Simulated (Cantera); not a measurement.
Charge: 1 mol Pb, 0.024 mol H₂S, 100 mol H₂, held at 1375 K and 100000 Pa.

Method: chemical equilibrium by Gibbs-energy minimisation in Cantera with the NASA 1993 tables (ideal gas, pure condensed phases). Candidate condensed phases: Pb, PbS, S; 10 gas species. The numbers say what is thermodynamically allowed, not how fast it happens.

Task: What is the equilibrium state?

Result: 
| Property | Value |
|---|---|
| x(H₂) | 0.993 |
| x(Pb) | 0.00656 |
| x(H₂S) | 0.000151 |
| x(PbS) | 8.71e-5 |
| x(H) | 3.41e-6 |
| x(Pb₂) | 1.15e-6 |
| n(Pb(l)) | 0.330 mol |
| gas amount | 100.7 mol |
| log10 activity of S(l) (absent) | -5.73 |
